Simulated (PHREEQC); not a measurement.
0.25 g of hydrous ferric oxide (600 m²/g; 0.2 weak and 0.005 strong sites per Fe, Dzombak-Morel constants, diffuse double layer) in 1 kg of water with 0.005 mol/kgw of an inert sodium salt and 6.6e-06 mol/kgw H3BO3, at 25 °C; the pH is set by adding NaOH or the inert anion's acid. Oxygen alone is held at its pressure in air (log pO2 = -0.68). No CO2 enters from the air. Nothing may precipitate in this run.

Model: ion-association model, wateq4f.dat, run in PHREEQC.

**Question.** Predict surface charge σ (C/m²), surface potential ψ (mV) at pH = 3.38, 3.75, 5.62, 9.

**Answer.** 
```json
[
 {"pH": "3.38", "surface charge σ (C/m²)": "0.258", "surface potential ψ (mV)": "209"},
 {"pH": "3.75", "surface charge σ (C/m²)": "0.213", "surface potential ψ (mV)": "201"},
 {"pH": "5.62", "surface charge σ (C/m²)": "0.054", "surface potential ψ (mV)": "132"},
 {"pH": "9", "surface charge σ (C/m²)": "-0.009", "surface potential ψ (mV)": "-50"}
]
```

Species that the database lacks are ignored. The oxide is taken as insoluble; below pH 4 it would dissolve.
